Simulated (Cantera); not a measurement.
Charge: 1 mol N2O, 0.02 mol O2, 0.11 mol H2, held at 14300 Torr.

Equilibrium computed with Cantera from the NASA thermochemical tables; the gas is ideal and each condensed phase is pure. Candidate condensed phases: H2O; 24 gas species. Equilibrium is a limit: real reactors are often held back by kinetics, nucleation or transport. All values below are at 1475 °C.

Base state: N2 0.633, O2 0.293, H2O 0.0697, NO 0.00367, OH 0.000217, NO2 5.33e-5 (mole fractions); condensed: gas only.

**Question.** What changes in the equilibrium state with this change: pressure from 14300 Torr to 8.25 Torr?

**Answer.** 
| species | before | after |
|---|---|---|
| N2 | 0.633 | 0.633 |
| O2 | 0.293 | 0.293 |
| H2O | 0.0697 | 0.0691 |
| OH | 0.000217 | 0.00139 |
| H | 5.15e-8 | 1.37e-5 |
| NO2 | 5.33e-5 | 1.28e-6 |

**Question.** What changes in the equilibrium state with this change: pressure from 14300 Torr to 7.50 Torr?

**Answer.** 
```json
[
 {"species": "N2", "before": "0.633", "after": "0.633"},
 {"species": "O2", "before": "0.293", "after": "0.293"},
 {"species": "H2O", "before": "0.0697", "after": "0.0690"},
 {"species": "OH", "before": "0.000217", "after": "0.00142"},
 {"species": "H", "before": "5.15e-8", "after": "1.48e-5"},
 {"species": "NO2", "before": "5.33e-5", "after": "1.22e-6"}
]
```
